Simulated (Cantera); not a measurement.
A perfectly stirred reactor is fed with C2H6 : O2 : N2 : H2O = 1 : 8.14 : 30.6 : 9.5 (molar parts), at 2.50 bar; it is adiabatic with a 473 K inlet, and is followed from long to short residence time, starting on the burning branch (τ in s: 0.047, 0.016, 0.0052, 0.0018, 0.00059, 0.0002, 6.6e-05, 2.2e-05, 7.3e-06).

Model: GRI-Mech 3.0 (53 species, 325 reactions), integrated in Cantera.

Predict: blow-out, bracketed by the residence times tried; x(C2H6) at τ = 47.0 ms; x(O2) at τ = 47.0 ms; x(H2O) at τ = 47.0 ms; x(CH4) at τ = 47.0 ms; x(NO) at τ = 47.0 ms; x(C2H6) at τ = 0.590 ms; x(O2) at τ = 0.590 ms; x(H2O) at τ = 0.590 ms.


```json
{
  "blow_out_bracketed_by_the_residence_times_tried": "burning at 47.0 ms, out at 16.0 ms",
  "x(C2H6) at τ = 47.0 ms": "0.000161",
  "x(O2) at τ = 47.0 ms": "0.0992",
  "x(H2O) at τ = 47.0 ms": "0.248",
  "x(CH4) at τ = 47.0 ms": "2.25e-5",
  "x(NO) at τ = 47.0 ms": "1.37e-9",
  "x(C2H6) at τ = 0.590 ms": "0.0203",
  "x(O2) at τ = 0.590 ms": "0.165",
  "x(H2O) at τ = 0.590 ms": "0.193"
}
```
